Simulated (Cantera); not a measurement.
Charge: 1 mol CH3Cl, 0.78 mol F2, at 383 Torr.

These are equilibrium values from Cantera (NASA tables, ideal gas, pure condensed phases), not measurements of a reactor. Candidate condensed phases: C, C6H6, C7H8, C8H18; 118 gas species. The numbers say what is thermodynamically allowed, not how fast it happens. All values below are at 2100 °C.

Base state: HF 0.555, HCl 0.339, H2 0.0832, Cl 0.0164, H 0.00564, C2H2 (acetylene) 0.000512, F 5.55e-5, Cl2 2.27e-5 (mole fractions); condensed: C(graphite).

Q: What changes in the equilibrium state with this change: pressure from 383 Torr to 6.68 Torr?

A: 
```
species            before     after
----------------  -------  --------
HF                  0.555     0.524
HCl                 0.339     0.250
H2                 0.0832    0.0940
Cl                 0.0164    0.0862
H                 0.00564    0.0454
C2H               1.87e-6   1.51e-5
F                 5.55e-5  0.000373
Cl2               2.27e-5   1.09e-5
C2HCl             1.93e-5   1.42e-5
C(graphite), mol    0.997     0.996
```

Q: What changes in the equilibrium state with this change: CH3Cl replaced by C2F6?

A: 
```
species             before    after
----------------  --------  -------
CF4                  <1e-9    0.818
CF2                4.55e-7    0.117
F                  5.55e-5   0.0452
HF                   0.555        0
HCl                  0.339        0
H2                  0.0832        0
CF3                  <1e-9   0.0194
Cl                  0.0164        0
H                  0.00564        0
C2H2 (acetylene)  0.000512        0
C2F4                 <1e-9  2.59e-5
Cl2                2.27e-5        0
C2HCl              1.93e-5        0
C(graphite), mol     0.997        0
```
The feed counts by its element totals alone. The tables' values for C2F4 are old estimates; treat these amounts as uncertain. Gases not in the tables: C2F6 and larger saturated fluorocarbons.
